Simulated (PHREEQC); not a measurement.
0.034 g of hydrous ferric oxide (600 m²/g; 0.2 weak and 0.005 strong sites per Fe, Dzombak-Morel constants, diffuse double layer) in 1 kg of water with 0.001 mol/kgw of an inert sodium salt and 1.8e-07 mol NiCl2, at 25 °C; the pH is set by adding NaOH or the inert anion's acid. Oxygen alone is held at its pressure in air (log pO2 = -0.68). CO2 from the air is kept out. Precipitation was switched off in this run.

Base run: PHREEQC, ion-association model, wateq4f.dat. Each further column changes one thing. The table gives surface charge σ (C/m²).

```tsv
pH	base	background salt from 0.001 to 0.0001 mol/kgw	oxide from 0.034 to 0.17 g/kgw	3.7e-05 mol/kgw NaF added
3	0.252	0.223	0.255	0.174
3.38	0.190	0.145	0.193	…
4.12	0.107	0.057	0.108	0.070
4.5	0.078	…	0.079	0.053
4.88	0.056	0.023	0.057	0.040
5.62	0.028	0.010	0.028	0.023
6	0.019	0.006	0.019	0.017
6.38	0.012	0.004	0.012	0.012
7.12	0.005	…	0.005	0.005
7.5	0.003	0.001	0.003	0.003
7.88	0.001	0.000	0.001	0.001
8.62	-0.002	-0.001	-0.002	-0.002
9	-0.004	-0.001	-0.004	-0.004
```

Task: Some entries are withheld; supply them.

Result: 
- 3.38, 3.7e-05 mol/kgw NaF added: 0.126
- 4.5, background salt from 0.001 to 0.0001 mol/kgw: 0.036
- 7.12, background salt from 0.001 to 0.0001 mol/kgw: 0.002

The oxide is taken as insoluble; below pH 4 it would dissolve.
